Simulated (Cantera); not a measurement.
Input: 1 mol Al, 0.0018 mol O₂, a varied amount of H₂, held at 1500 K and 1330 Pa.

Cantera equilibrium calculation (NASA polynomials, part measured and part estimated; ideal gas, pure solids and liquids). Candidate condensed phases: Al, Al₂O₃, H₂O; 19 gas species. Mutual solubility and eutectic melting of coexisting phases are not modelled. Rates play no part.

x: gas mole fraction; n: condensed amount in mol.

| n(H₂) (mol) | x H₂ | x Al | x Al₂O | x H | x AlH | x AlOH | n Al(l) | n Al₂O₃(s) |
|---|---|---|---|---|---|---|---|---|
| 1.8 | 0.998 | 0.000991 | 0.000700 | 0.000152 | 0.000138 | 2.46e-7 | 0.994 | 0.000779 |
| 2.9 | 0.998 | 0.000991 | 0.000700 | 0.000152 | 0.000138 | 2.46e-7 | 0.992 | 0.000522 |
| 4.6 | 0.998 | 0.000991 | 0.000700 | 0.000152 | 0.000138 | 2.46e-7 | 0.988 | 0.000125 |
| 7.2 | 0.998 | 0.000991 | ___ | 0.000152 | 0.000138 | 1.75e-7 | 0.985 | 0 |
| 11 | 0.998 | 0.000991 | ___ | 0.000152 | 0.000138 | 1.15e-7 | 0.980 | 0 |
| 18 | 0.999 | 0.000991 | ___ | 0.000152 | 0.000138 | 7.02e-8 | 0.972 | 0 |
| 28 | 0.999 | 0.000991 | ___ | 0.000152 | 0.000138 | 4.51e-8 | 0.961 | 0 |
| 43 | 0.999 | 0.000991 | ___ | 0.000152 | 0.000138 | 2.94e-8 | 0.944 | 0 |

**Question.** What belongs in the gaps?

**Answer.** 
- 7.2, x Al₂O: 0.000499
- 11, x Al₂O: 0.000327
- 18, x Al₂O: 0.000200
- 28, x Al₂O: 0.000128
- 43, x Al₂O: 8.36e-5
